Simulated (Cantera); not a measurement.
Feed: 1 mol HF, 0.0055 mol SO2, 3.3 mol O2, held at 4.40 mbar.

Cantera equilibrium calculation (NASA polynomials, part measured and part estimated; ideal gas, pure solids and liquids). Candidate condensed phases: H2O, H2SO4, S; 43 gas species. The numbers say what is thermodynamically allowed, not how fast it happens.

x: gas mole fraction; nothing condenses.

| T (K) | x O2 | x HF | x O | x F | x OH | x SO2 |
|---|---|---|---|---|---|---|
| 573 | 0.766 | 0.232 | <1e-12 | <1e-12 | <1e-12 | 1.64e-6 |
| 723 | 0.766 | 0.232 | <1e-12 | <1e-12 | 5.43e-12 | 0.000117 |
| 873 | 0.766 | 0.232 | 2.50e-11 | [?] | 2.91e-10 | 0.000804 |
| 1023 | 0.766 | 0.232 | 4.11e-9 | [?] | 3.85e-9 | 0.00118 |
| 1173 | 0.766 | 0.232 | 1.84e-7 | [?] | 3.53e-8 | 0.00125 |
| 1323 | 0.766 | 0.232 | 3.51e-6 | [?] | 5.22e-7 | 0.00127 |
| 1473 | 0.766 | 0.232 | 3.68e-5 | [?] | 4.76e-6 | 0.00127 |
| 1623 | 0.766 | 0.232 | 0.000251 | [?] | 2.84e-5 | 0.00128 |
| 1773 | 0.765 | 0.232 | 0.00124 | [?] | 0.000123 | 0.00128 |
| 1923 | 0.762 | 0.231 | 0.00476 | [?] | 0.000414 | 0.00127 |
| 2073 | 0.752 | 0.228 | 0.0150 | [?] | 0.00113 | 0.00126 |
| 2223 | 0.728 | 0.222 | 0.0402 | [?] | 0.00258 | 0.00123 |

### Question
Fill in the missing entries.

### Answer

- 873, x F: 1.68e-10
- 1023, x F: 3.74e-8
- 1173, x F: 1.57e-6
- 1323, x F: 1.07e-5
- 1473, x F: 4.62e-5
- 1623, x F: 0.000155
- 1773, x F: 0.000433
- 1923, x F: 0.00105
- 2073, x F: 0.00231
- 2223, x F: 0.00463
